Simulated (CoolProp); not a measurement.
Vapour pressure (MPa) of oxygen: the reference equation beside estimates from Tc = -118.6 °C, pc = 5.046 MPa, ω = 0.022. Clausius-Clapeyron is anchored at -175.75 °C with a constant enthalpy of vaporisation of 6.578 kJ/mol.

Computed with CoolProp (reference Helmholtz-energy equation of state, Schmidt 1985).

| T (°C) | reference | Lee-Kesler | Clausius-Clapeyron | Soave-Redlich-Kwong | Peng-Robinson |
|---|---|---|---|---|---|
| -185.45 | 0.07750 | 0.07650 | ___ | 0.07544 | 0.07867 |
| -180.55 | 0.1295 | 0.1283 | 0.1332 | 0.1270 | 0.1309 |
| -175.75 | 0.2029 | 0.2018 | 0.2029 | 0.2005 | 0.2046 |
| -170.85 | 0.3067 | 0.3059 | 0.2995 | 0.3047 | 0.3086 |
| -165.95 | 0.4457 | 0.4454 | 0.4264 | 0.4450 | 0.4478 |
| -161.05 | 0.6263 | 0.6267 | ___ | 0.6281 | 0.6290 |
| -156.15 | 0.8553 | 0.8561 | 0.7912 | 0.8607 | 0.8589 |
| -151.25 | 1.139 | 1.140 | 1.038 | 1.150 | 1.145 |
| -146.35 | 1.486 | 1.486 | 1.334 | 1.503 | 1.493 |
| -141.45 | 1.902 | 1.900 | ___ | 1.926 | 1.913 |

Task: Complete the blanks.

Result: 
- -185.45, Clausius-Clapeyron: 0.08265
- -161.05, Clausius-Clapeyron: 0.5888
- -141.45, Clausius-Clapeyron: 1.683

Absolute difference from the reference over all 10 rows, mean and median: Lee-Kesler 0.3 and 0.1 %, Clausius-Clapeyron 6.0 and 6.3 %, Soave-Redlich-Kwong 1.1 and 1.1 %, Peng-Robinson 0.7 and 0.6 %.
